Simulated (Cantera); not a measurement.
A closed system holds: 1 mol BN, 2.3 mol HF, 1.5 mol N2, held at 1350 K and 1.20 Pa.

Method: chemical equilibrium by Gibbs-energy minimisation in Cantera with the NASA 1993 tables (ideal gas, pure condensed phases). Candidate condensed phases: B, BN; 31 gas species. The tables' values for BF2 are old estimates; treat these amounts as uncertain. The numbers say what is thermodynamically allowed, not how fast it happens.

Base state: N2 0.491, H2 0.289, BF3 0.188, HF 0.0231, BF2 0.00611, BF 0.00102, BHF2 0.000608, H 0.000370 (mole fractions); condensed: BN(s).

What changes in the equilibrium state with this change: HF from 2.3 to 10 mol?


```csv
species,before,after
HF,0.0231,0.609
N2,0.491,0.174
H2,0.289,0.130
BF3,0.188,0.0869
BF,0.00102,3.05e-7
BHF2,0.000608,4.79e-6
BF2,0.00611,7.18e-5
H,0.000370,0.000248
"BN(s), mol",0.252,0
```
